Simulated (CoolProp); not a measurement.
Vapour-liquid equilibrium of CHF3 (R23) (1) + propylene (2) at 68.3 kPa; x and y are mole fractions of (1).

Computed with CoolProp (multi-fluid Helmholtz-energy mixture model, Penoncello 2003 and Lemmon 2013; pair parameters Bell 2016).

Problem. Give the bubble temperature and the first vapour's composition at x = 0.275, 0.35, 0.5. Is there an azeotrope?

Solution. x = 0.275: 188.3 K, y = 0.846; x = 0.35: 187.0 K, y = 0.864; x = 0.5: 186.0 K, y = 0.880. No azeotrope shows between x = 0.05 and 0.95.

The pair parameters rest on a limited set of measurements; away from them the model extrapolates. With so large a gap from Raoult's law the liquid may split in two, which this calculation doesn't test in full.
